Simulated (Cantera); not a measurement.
# Premixed flame

A freely propagating, adiabatic, planar premixed flame of 11.9 % CH₄, 17.0 % O₂, 64.0 % N₂, 7.03 % CO₂, equivalence ratio 1.4, unburnt at 475 K and 338 Torr; multicomponent+Soret transport, grid criteria slope 0.08 and curve 0.16, no radiation.

Detailed kinetics in Cantera: GRI-Mech 3.0 (53 species, 325 reactions). Burning velocities carry a grid error of a few per cent, more on coarse grids.

```tsv
z (mm)	T (K)	u (m/s)	x CH₄	x O₂	x CO₂	x CH₂CO	x H₂	x CO
-4.36	476	0.351	0.119	0.170	0.0702	<1e-8	0.00241	2.18e-5
-2.91	482	0.356	0.117	0.169	0.0701	1.12e-7	0.00578	0.000206
-2.18	503	0.373	0.114	0.167	0.0704	8.49e-7	0.00959	0.000952
-1.45	625	0.467	0.103	0.157	0.0717	1.11e-5	0.0170	0.00605
-0.726	1066	0.814	0.0662	0.112	0.0746	0.000107	0.0305	0.0301
-0.363	1420	1.10	0.0349	0.0701	0.0774	0.000228	0.0387	0.0543
0	1728	1.36	0.00837	0.0277	0.0813	0.000152	0.0432	0.0791
0.363	1855	1.47	0.000795	0.00724	0.0854	1.85e-5	0.0413	0.0878
0.726	1883	1.49	5.56e-5	0.00188	0.0885	1.70e-6	0.0397	0.0872
1.45	1895	1.50	5.17e-7	0.000455	0.0908	4.90e-8	0.0396	0.0856
2.91	1906	1.50	<1e-8	0.000280	0.0912	<1e-8	0.0398	0.0854
5.81	1920	1.51	<1e-8	0.000165	0.0910	<1e-8	0.0399	0.0857
11.6	1933	1.52	<1e-8	7.45e-5	0.0907	<1e-8	0.0400	0.0861
```
x: mole fraction of selected species; z is measured from the peak of heat release.

The laminar burning velocity is 35.0 cm/s, the thermal thickness is 1.45 mm and the peak x(CH₂CO) comes out as 0.000244. The peak x(H₂) is 0.0432, the peak x(CO) is 0.0880 and the grid points comes out as 151.
